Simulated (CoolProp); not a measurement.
Vapour-liquid equilibrium of methanol (1) + ethylbenzene (2) at 165.55 °C; x and y are mole fractions of (1).

Computed with CoolProp (multi-fluid Helmholtz-energy mixture model, de Reuck 1993 and Zhou 2012; pair parameters Bell 2016).

**Question.** Give the bubble pressure and the first vapour's composition at x = 0.725, 0.8, 0.95. Is there an azeotrope?

**Answer.** x = 0.725: 1.622 MPa, y = 0.903; x = 0.8: 1.715 MPa, y = 0.924; x = 0.95: 1.920 MPa, y = 0.978. No azeotrope shows between x = 0.05 and 0.95.

Pair parameters are fitted to limited data, so mixtures are less certain than the pure fluids. With so large a gap from Raoult's law the liquid may split in two, which this calculation doesn't test in full.
